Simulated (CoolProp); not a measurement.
Vapour-liquid equilibrium of n-octane (1) + n-dodecane (2) at 419 K; x and y are mole fractions of (1).

Values from CoolProp's multi-fluid Helmholtz-energy mixture model, Beckmüller 2019 and Lemmon 2004; pair parameters Bell 2016.

### Question
Give the bubble pressure and the first vapour's composition at x = 0.25, 0.55, 0.85. Is there an azeotrope?

### Answer
x = 0.25: 0.04839 MPa, y = 0.789; x = 0.55: 0.09552 MPa, y = 0.934; x = 0.85: 0.1461 MPa, y = 0.985. No azeotrope shows between x = 0.05 and 0.95.

Pair parameters are fitted to limited data, so mixtures are less certain than the pure fluids.
